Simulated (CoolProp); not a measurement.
Vapour-liquid equilibrium of CH2F2 (R32) (1) + propane (2) at 0.721 MPa; x and y are mole fractions of (1).

Model: multi-fluid Helmholtz-energy mixture model, Tillner-Roth 1997 and Lemmon 2009; pair parameters Bell 2016, in CoolProp.

Question: Give the bubble temperature and the first vapour's composition at x = 0.275, 0.425, 0.8. Is there an azeotrope?

Answer: x = 0.275: 262.5 K, y = 0.574; x = 0.425: 261.1 K, y = 0.611; x = 0.8: 261.3 K, y = 0.682. y crosses x between x = 0.575 and 0.65: the model has an azeotrope there.

Pair parameters are fitted to limited data, so mixtures are less certain than the pure fluids. With so large a gap from Raoult's law the liquid may split in two, which this calculation doesn't test in full.
